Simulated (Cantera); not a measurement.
## Premixed flame

A freely propagating, adiabatic, planar premixed flame of CO : H2 : CH4 : O2 : N2 = 1 : 0.45 : 0.085 : 1.36 : 5.1 (molar parts), unburnt at 573 K and 0.640 bar; multicomponent+Soret transport, grid criteria slope 0.08 and curve 0.16, no radiation.

Computed with Cantera and GRI-Mech 3.0 (53 species, 325 reactions). Burning velocities carry a grid error of a few per cent, more on coarse grids.

```tsv
z (mm)	T (K)	u (m/s)	x CO	x H2	x CH4	x H2O	x CH2CO	x C2H4
-2.68	573	1.58	0.125	0.0562	0.0106	1.14e-8	<1e-8	<1e-8
-1.79	573	1.58	0.125	0.0560	0.0106	2.30e-7	<1e-8	<1e-8
-1.34	573	1.57	0.125	0.0555	0.0106	1.76e-6	<1e-8	<1e-8
-0.894	573	1.57	0.125	0.0533	0.0107	3.36e-5	<1e-8	<1e-8
-0.447	608	1.65	0.126	0.0429	0.0104	0.00213	4.14e-8	3.17e-8
-0.224	814	2.19	0.121	0.0314	0.00854	0.0153	3.05e-7	4.73e-7
0	1192	3.19	0.105	0.0165	0.00229	0.0458	2.58e-7	4.87e-7
0.224	1432	3.79	0.0784	0.00644	5.80e-5	0.0638	<1e-8	<1e-8
0.447	1566	4.10	0.0566	0.00457	4.59e-7	0.0661	<1e-8	<1e-8
0.894	1720	4.45	0.0364	0.00444	<1e-8	0.0668	<1e-8	<1e-8
1.79	1862	4.77	0.0266	0.00362	<1e-8	0.0707	<1e-8	<1e-8
3.58	1979	5.03	0.0197	0.00245	<1e-8	0.0749	<1e-8	<1e-8
7.16	2065	5.22	0.0131	0.00151	<1e-8	0.0778	<1e-8	<1e-8
```
x: mole fraction of selected species; z is measured from the peak of heat release.

```yaml
laminar_burning_velocity: 158 cm/s
thermal_thickness: 0.894 mm
peak x(CH2CO): 3.71e-7
peak x(C2H4): 8.34e-7
grid_points: 138
```
